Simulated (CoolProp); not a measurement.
Vapour-liquid equilibrium of R143a (1) + fluoroethane (R161) (2) at 184.3 K; x and y are mole fractions of (1).

The numbers come from the multi-fluid Helmholtz-energy mixture model, Lemmon and Jacobsen 2000 and Wu 2012; pair parameters Bell 2016 in CoolProp.

```json
[
 {"x": "0.05", "bubble pressure, mixture model (MPa)": "0.004650", "bubble pressure, Raoult's law (MPa)": "0.004596", "y, mixture model": "0.100", "y, Raoult's law": "0.090"},
 {"x": "0.125", "bubble pressure, mixture model (MPa)": "…", "bubble pressure, Raoult's law (MPa)": "0.004889", "y, mixture model": "0.228", "y, Raoult's law": "0.212"},
 {"x": "0.2", "bubble pressure, mixture model (MPa)": "…", "bubble pressure, Raoult's law (MPa)": "0.005182", "y, mixture model": "0.335", "y, Raoult's law": "0.321"},
 {"x": "0.275", "bubble pressure, mixture model (MPa)": "0.005652", "bubble pressure, Raoult's law (MPa)": "0.005475", "y, mixture model": "…", "y, Raoult's law": "0.417"},
 {"x": "0.35", "bubble pressure, mixture model (MPa)": "0.005955", "bubble pressure, Raoult's law (MPa)": "0.005768", "y, mixture model": "0.510", "y, Raoult's law": "0.504"},
 {"x": "0.425", "bubble pressure, mixture model (MPa)": "…", "bubble pressure, Raoult's law (MPa)": "0.006061", "y, mixture model": "0.584", "y, Raoult's law": "0.583"},
 {"x": "0.5", "bubble pressure, mixture model (MPa)": "…", "bubble pressure, Raoult's law (MPa)": "0.006354", "y, mixture model": "0.651", "y, Raoult's law": "0.654"},
 {"x": "0.575", "bubble pressure, mixture model (MPa)": "0.006807", "bubble pressure, Raoult's law (MPa)": "0.006647", "y, mixture model": "0.712", "y, Raoult's law": "0.719"},
 {"x": "0.65", "bubble pressure, mixture model (MPa)": "0.007078", "bubble pressure, Raoult's law (MPa)": "0.006940", "y, mixture model": "0.770", "y, Raoult's law": "0.778"},
 {"x": "0.725", "bubble pressure, mixture model (MPa)": "0.007346", "bubble pressure, Raoult's law (MPa)": "0.007233", "y, mixture model": "…", "y, Raoult's law": "0.833"},
 {"x": "0.8", "bubble pressure, mixture model (MPa)": "…", "bubble pressure, Raoult's law (MPa)": "0.007526", "y, mixture model": "0.875", "y, Raoult's law": "0.883"},
 {"x": "0.875", "bubble pressure, mixture model (MPa)": "0.007873", "bubble pressure, Raoult's law (MPa)": "0.007819", "y, mixture model": "0.924", "y, Raoult's law": "0.930"},
 {"x": "0.95", "bubble pressure, mixture model (MPa)": "0.008134", "bubble pressure, Raoult's law (MPa)": "0.008112", "y, mixture model": "…", "y, Raoult's law": "0.973"}
]
```

### Question
What belongs in the gaps?

### Answer

- 0.125, bubble pressure, mixture model (MPa): 0.005003
- 0.2, bubble pressure, mixture model (MPa): 0.005336
- 0.275, y, mixture model: 0.428
- 0.425, bubble pressure, mixture model (MPa): 0.006247
- 0.5, bubble pressure, mixture model (MPa): 0.006530
- 0.725, y, mixture model: 0.824
- 0.8, bubble pressure, mixture model (MPa): 0.007610
- 0.95, y, mixture model: 0.970

The largest gap from Raoult's law is +3.2 % in bubble pressure, at x = 0.35. No azeotrope shows between x = 0.05 and 0.95.

The pair parameters rest on a limited set of measurements; away from them the model extrapolates.
